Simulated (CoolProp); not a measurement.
Aqueous methanol as a coolant, at 39 °C, 1 atm.

The numbers come from the Melinder's fits for secondary coolants in CoolProp.

```
mass %  freezing point (°C)  density (kg/m³)  cp (kJ/(kg K))  viscosity (mPa s)  conductivity (W/(m K))
------  -------------------  ---------------  --------------  -----------------  ----------------------
3.2                    -1.9            986.9               …              0.715                   0.607
9.2                    -5.9            976.7               …              0.808                   0.568
15.2                  -10.7            966.9           4.131                  …                   0.531
21.2                  -16.2            956.8           4.092              0.979                   0.496
27.2                  -22.5            946.5           4.043               1.04                   0.462
33.2                  -29.6            935.7           3.978               1.08                   0.430
39.2                  -37.6            924.4           3.887               1.09                   0.400
45.2                  -46.5            912.7           3.769               1.09                   0.372
```

### Question
What belongs in the gaps?

### Answer

- 3.2, cp (kJ/(kg K)): 4.182
- 9.2, cp (kJ/(kg K)): 4.165
- 15.2, viscosity (mPa s): 0.899
